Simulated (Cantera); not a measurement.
Cantera with NASA thermochemical tables; ideal gases at 1 bar, condensed phases pure. Values are per mole of reaction as written; species without (g) are pure solids or liquids, kept so even where they would boil at 1 bar.

SiH₂(g) + 2 O(g) ⇌ 2 OH(g) + Si

```json
[
 {"T (K)": "1948", "ΔH° (kJ)": "-625.5", "ΔS° (J/K)": "-124.7", "ΔG° (kJ)": "-382.6", "log10 K": "10.26"},
 {"T (K)": "2048", "ΔH° (kJ)": "___", "ΔS° (J/K)": "___", "ΔG° (kJ)": "___", "log10 K": "___"},
 {"T (K)": "2148", "ΔH° (kJ)": "-626.0", "ΔS° (J/K)": "-124.9", "ΔG° (kJ)": "-357.7", "log10 K": "8.70"},
 {"T (K)": "2248", "ΔH° (kJ)": "___", "ΔS° (J/K)": "___", "ΔG° (kJ)": "___", "log10 K": "___"},
 {"T (K)": "2348", "ΔH° (kJ)": "-626.4", "ΔS° (J/K)": "-125.1", "ΔG° (kJ)": "-332.7", "log10 K": "7.40"},
 {"T (K)": "2448", "ΔH° (kJ)": "-626.5", "ΔS° (J/K)": "-125.2", "ΔG° (kJ)": "-320.2", "log10 K": "6.83"},
 {"T (K)": "2548", "ΔH° (kJ)": "-626.6", "ΔS° (J/K)": "-125.2", "ΔG° (kJ)": "-307.6", "log10 K": "6.31"},
 {"T (K)": "2648", "ΔH° (kJ)": "___", "ΔS° (J/K)": "___", "ΔG° (kJ)": "___", "log10 K": "___"},
 {"T (K)": "2748", "ΔH° (kJ)": "-626.6", "ΔS° (J/K)": "-125.2", "ΔG° (kJ)": "-282.6", "log10 K": "5.37"},
 {"T (K)": "2848", "ΔH° (kJ)": "-626.5", "ΔS° (J/K)": "-125.1", "ΔG° (kJ)": "-270.1", "log10 K": "4.95"},
 {"T (K)": "2948", "ΔH° (kJ)": "___", "ΔS° (J/K)": "___", "ΔG° (kJ)": "___", "log10 K": "___"}
]
```

Task: What belongs in the gaps?

Result: 
- 2048, ΔH° (kJ): -625.8
- 2048, ΔS° (J/K): -124.8
- 2048, ΔG° (kJ): -370.2
- 2048, log10 K: 9.44
- 2248, ΔH° (kJ): -626.3
- 2248, ΔS° (J/K): -125.0
- 2248, ΔG° (kJ): -345.2
- 2248, log10 K: 8.02
- 2648, ΔH° (kJ): -626.6
- 2648, ΔS° (J/K): -125.2
- 2648, ΔG° (kJ): -295.1
- 2648, log10 K: 5.82
- 2948, ΔH° (kJ): -626.4
- 2948, ΔS° (J/K): -125.1
- 2948, ΔG° (kJ): -257.6
- 2948, log10 K: 4.56
